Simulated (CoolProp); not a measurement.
Aqueous methanol as a coolant, at 1 °C, 1 atm.

The numbers come from the Melinder's fits for secondary coolants in CoolProp.

```csv
mass %,freezing point (°C),conductivity (W/(m K)),viscosity (mPa s),Prandtl number,density (kg/m³)
5.1,-3.1,0.536,2.08,16.6,?
10.1,-6.6,0.511,2.45,20.3,984.2
15.1,-10.7,0.486,2.80,23.9,?
20.1,-15.2,0.463,3.11,27.3,972.2
25.1,-20.2,0.440,3.35,?,966.1
30.1,-25.8,0.417,3.49,32.4,959.7
35.1,-32.0,0.396,3.54,33.8,952.7
40.1,-38.8,0.376,3.50,34.2,945.0
45.1,-46.4,0.357,3.38,33.8,936.8
```

**Question.** Fill in the missing entries.

**Answer.** 
- 5.1, density (kg/m³): 991.2
- 15.1, density (kg/m³): 978.1
- 25.1, Prandtl number: 30.2
